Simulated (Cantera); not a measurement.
An adiabatic, constant-volume homogeneous reactor starts with CO : H2 : O2 : N2 = 1 : 0.34 : 0.305 : 1.15 (molar parts), equivalence ratio 2.2, at 1250 K and 1.00 bar. Integrator tolerance rtol = 1e-08.

Model: GRI-Mech 3.0 (53 species, 325 reactions), integrated in Cantera.

Question: What does this change do: N2 1.15 to 0.92 parts?

Answer: 
```csv
quantity,before,after
time of steepest temperature rise,52.1 µs,47.5 µs
temperature at 1.00 s,2872 K,2931 K
equilibrium temperature,2872 K,2931 K
x(CO) at 1.00 s,0.273 (gas-phase equilibrium 0.273),0.302 (gas-phase equilibrium 0.302)
x(H2) at 1.00 s,0.0293 (gas-phase equilibrium 0.0293),0.0322 (gas-phase equilibrium 0.0322)
x(O2) at 1.00 s,0.00394 (gas-phase equilibrium 0.00394),0.00558 (gas-phase equilibrium 0.00558)
x(N2O) at 1.00 s,2.59e-7 (gas-phase equilibrium 2.59e-7),2.94e-7 (gas-phase equilibrium 2.94e-7)
x(O) at 1.00 s,0.00313 (gas-phase equilibrium 0.00313),0.00457 (gas-phase equilibrium 0.00457)
```

Question: What does this change do: constant pressure in place of constant volume?

Answer: 
```tsv
quantity	before	after
time of steepest temperature rise	52.1 µs	53.0 µs
temperature at 1.00 s	2872 K	2684 K
equilibrium temperature	2872 K	2684 K
x(CO) at 1.00 s	0.273 (gas-phase equilibrium 0.273)	0.267 (gas-phase equilibrium 0.267)
x(H2) at 1.00 s	0.0293 (gas-phase equilibrium 0.0293)	0.0297 (gas-phase equilibrium 0.0297)
x(O2) at 1.00 s	0.00394 (gas-phase equilibrium 0.00394)	0.00199 (gas-phase equilibrium 0.00199)
x(N2O) at 1.00 s	2.59e-7 (gas-phase equilibrium 2.59e-7)	9.76e-8 (gas-phase equilibrium 9.76e-8)
x(O) at 1.00 s	0.00313 (gas-phase equilibrium 0.00313)	0.00151 (gas-phase equilibrium 0.00151)
```
